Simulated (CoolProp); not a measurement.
Dimethyl ether at several states: fugacity coefficient from the reference equation and from simpler models built on Tc = 400.4 K, pc = 5337 kPa, ω = 0.196; each cubic takes its own stable root.

Model: reference Helmholtz-energy equation of state, Wu 2011, in CoolProp.

| T (K) | p (kPa) | phase | reference |
|---|---|---|---|
| 351.1 | 707 | gas | 0.9283 |
| 419.1 | 22.9 | gas | 0.9987 |
| 162.2 | 1930 | liquid | 0.0001165 |
| 211.7 | 106 | liquid | 0.1389 |

Problem. How far does each simpler model (van der Waals, Redlich-Kwong, Peng-Robinson) lie from the reference over these 4 states: mean and median of the absolute difference, and the worst?

Solution. 
- van der Waals: mean 3952.1 %, median 301.8 %, worst +15204.7 % at 162.2 K and 1930 kPa
- Redlich-Kwong: mean 39.1 %, median 35.8 %, worst +84.8 % at 162.2 K and 1930 kPa
- Peng-Robinson: mean 5.6 %, median 2.1 %, worst +18.1 % at 162.2 K and 1930 kPa

At some of these states van der Waals gives the other phase, because its saturation line lies elsewhere.
